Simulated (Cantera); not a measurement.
Input: 1 mol SiHCl3, 0.42 mol NH3, 14 mol H2, at 1873 K and 13.3 mbar.

Cantera equilibrium calculation (NASA polynomials, part measured and part estimated; ideal gas, pure solids and liquids). Candidate condensed phases: NH4Cl, Si, Si3N4; 28 gas species. The tables' values for SiCl, SiCl3 are old estimates; treat these amounts as uncertain. Gases not in the tables: Si2H6 and higher silanes. Kinetics and transport are ignored.

Base state: H2 0.841, HCl 0.104, SiCl2 0.0360, N2 0.0124, H 0.00512, Si 0.000661, SiCl 0.000494, Cl 0.000480 (mole fractions); condensed: Si(l).

**Question.** What changes in the equilibrium state with this change: temperature from 1873 K to 1150 K?

**Answer.** 
```json
[
 {"species": "H2", "before": "0.841", "after": "0.897"},
 {"species": "HCl", "before": "0.104", "after": "0.0658"},
 {"species": "SiCl4", "before": "1.20e-6", "after": "0.0176"},
 {"species": "SiCl2", "before": "0.0360", "after": "0.0106"},
 {"species": "N2", "before": "0.0124", "after": "4.23e-7"},
 {"species": "Si", "before": "0.000661", "after": "<1e-9"},
 {"species": "SiCl", "before": "0.000494", "after": "4.22e-9"},
 {"species": "SiH", "before": "6.52e-5", "after": "<1e-9"},
 {"species": "Si(l), mol", "before": "0.366", "after": "0"},
 {"species": "Si(s), mol", "before": "0", "after": "0.0778"},
 {"species": "Si3N4(s), mol", "before": "0", "after": "0.105"}
]
```
Mutual solubility and eutectic melting of coexisting phases are not modelled. The tables' values for SiCl3 are old estimates; treat these amounts as uncertain.

**Question.** What changes in the equilibrium state with this change: temperature from 1873 K to 1300 K?

**Answer.** 
| species | before | after |
|---|---|---|
| H2 | 0.841 | 0.866 |
| HCl | 0.104 | 0.0966 |
| SiCl2 | 0.0360 | 0.0287 |
| N2 | 0.0124 | 3.73e-5 |
| Si | 0.000661 | 3.25e-9 |
| SiH | 6.52e-5 | 2.90e-9 |
| SiCl4 | 1.20e-6 | 0.00302 |
| SiCl | 0.000494 | 2.02e-7 |
| SiH2 | 4.12e-5 | 6.63e-8 |
| Si(l), mol | 0.366 | 0 |
| Si(s), mol | 0 | 0.0762 |
| Si3N4(s), mol | 0 | 0.105 |
Mutual solubility and eutectic melting of coexisting phases are not modelled. The tables' values for SiCl3 are old estimates; treat these amounts as uncertain.
